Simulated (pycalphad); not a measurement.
## Phase fractions of Si-45Al (at.%)

Computed with pycalphad from the COST 507 light-alloy database (1999), at 1 atm. The data set is of 1999 and partly superseded. Amounts are mole fractions of atoms.

```
T (°C)  LIQUID  DIAMOND_A4  FCC_A1
------  ------  ----------  ------
1127     1.000           -       -
1027     0.843       0.157       -
927          ?           ?       -
827          ?           ?       -
727      0.577       0.423       -
627      0.531       0.469       -
527          -       0.546   0.454
427          -       0.548   0.452
327          -       0.550   0.450
227          -       0.550   0.450
```

Problem. Complete the blanks.

Solution. 
- 927, LIQUID: 0.723
- 927, DIAMOND_A4: 0.277
- 827, LIQUID: 0.639
- 827, DIAMOND_A4: 0.361

FCC_A1 is fcc; DIAMOND_A4 is diamond (Si).
